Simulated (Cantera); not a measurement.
An adiabatic, constant-pressure homogeneous reactor starts with 15.0 % CH₃OH, 17.3 % O₂, 65.3 % N₂, 2.41 % H₂O, equivalence ratio 1.3, at 1500 K and 10.0 bar.

Cantera simulation using GRI-Mech 3.0 (53 species, 325 reactions); the numbers are that mechanism's predictions, not measurements. GRI-Mech 3.0 was tuned for natural gas; its chemistry of methanol as a main component is partial and can be far from experiment.

x: mole fraction; the columns are a selection and need not sum to one.

| t (s) | T (K) | x CH₃OH | x O₂ | x H₂O | x H₂O₂ | x O |
|---|---|---|---|---|---|---|
| 2.00e-6 | 1500 | 0.150 | 0.173 | 0.0241 | … | 1.48e-8 |
| 7.02e-6 | 1501 | 0.149 | 0.172 | 0.0245 | … | 2.80e-8 |
| 2.46e-5 | 1657 | 0.0877 | 0.135 | 0.0712 | … | 3.06e-6 |
| 8.65e-5 | 2860 | <1e-12 | 0.00335 | 0.239 | 6.07e-7 | 0.00126 |
| 0.000304 | 2853 | <1e-12 | 0.00305 | 0.239 | 5.71e-7 | 0.00117 |
| 0.00107 | 2849 | <1e-12 | 0.00291 | 0.238 | 5.54e-7 | 0.00112 |
| 0.00374 | 2849 | <1e-12 | 0.00291 | 0.238 | 5.54e-7 | 0.00112 |
| 0.0131 | 2849 | <1e-12 | 0.00291 | 0.238 | 5.54e-7 | 0.00112 |
| 0.0461 | 2849 | <1e-12 | 0.00291 | 0.238 | 5.54e-7 | 0.00112 |
| 0.162 | 2849 | <1e-12 | 0.00291 | 0.238 | 5.54e-7 | 0.00112 |
| 0.568 | 2849 | <1e-12 | 0.00291 | 0.238 | 5.54e-7 | 0.00112 |
| 1.99 | 2849 | <1e-12 | 0.00291 | 0.238 | 5.54e-7 | 0.00112 |
| 7.00 | 2849 | <1e-12 | 0.00291 | 0.238 | 5.54e-7 | 0.00112 |

Complete the blanks.


- 2.00e-6, x H₂O₂: 1.88e-6
- 7.02e-6, x H₂O₂: 3.76e-5
- 2.46e-5, x H₂O₂: 0.00163
